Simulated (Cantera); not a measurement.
Si + Cl2 + H2 (chlorosilane synthesis and conversion)

Charge: 1 mol Si, 0.77 mol Cl2, 3.8 mol H2, at 750 K and 130000 Pa.

Equilibrium computed with Cantera from the NASA thermochemical tables; the gas is ideal and each condensed phase is pure. Candidate condensed phases: Si; 19 gas species. Equilibrium is a limit: real reactors are often held back by kinetics, nucleation or transport.

```json
{
  "x(H2)": "0.894",
  "x(SiCl4)": "0.0589",
  "x(SiHCl3)": "0.0438",
  "x(SiH2Cl2)": "0.00239",
  "x(HCl)": "0.000545",
  "x(SiH3Cl)": "2.90e-5",
  "x(SiCl3)": "9.58e-6",
  "n(Si(s))": "0.565 mol",
  "gas_amount": "4.135 mol"
}
```
